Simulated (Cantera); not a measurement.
Feed: 1 mol Si3N4, 0.14 mol O2, 1.8 mol N2, 0.013 mol H2O, held at 0.550 Pa.

Equilibrium computed with Cantera from the NASA thermochemical tables; the gas is ideal and each condensed phase is pure. Candidate condensed phases: H2O, Si, SiO2, Si2N2O, Si3N4; 35 gas species. Mutual solubility and eutectic melting of coexisting phases are not modelled. The tables' values for SiN are old estimates; treat these amounts as uncertain. Rates play no part.

x: gas mole fraction; n: condensed amount in mol.

```csv
T (°C),x N2,x Si,x SiO,x H2,x H,x Si2,x Si2N,n Si2N2O(s),n Si3N4(s),n Si(s),n Si(l)
977,0.993,1.23e-7,2.96e-5,0.00680,1.70e-5,1.48e-12,1.11e-10,0.293,0.805,0,0
1077,0.991,1.71e-5,0.00186,0.00674,8.35e-5,3.14e-9,6.06e-8,0.289,0.806,0,0
1177,0.925,…,0.0713,…,…,…,…,0,0,2.70,0
1277,0.920,…,0.0709,…,…,…,…,0,0,2.68,0
1377,0.879,0.0487,0.0678,0.00211,0.00178,0.000164,0.000136,0,0,2.49,0
1477,0.669,0.273,0.0516,0.000841,0.00288,0.00141,0.000459,0,0,0,1.13
1577,0.557,0.395,0.0430,0.000215,0.00337,0.000929,0.000136,0,0,0,0
```

**Question.** What belongs in the gaps?

**Answer.** 
- 1277, x Si: 0.00604
- 1277, x H2: 0.00279
- 1277, x H: 0.000709
- 1277, x Si2: 1.09e-5
- 1277, x Si2N: 2.26e-5
- 1177, x Si: 0.000559
- 1177, x H2: 0.00305
- 1177, x H: 0.000223
- 1177, x Si2: 4.94e-7
- 1177, x Si2N: 2.85e-6
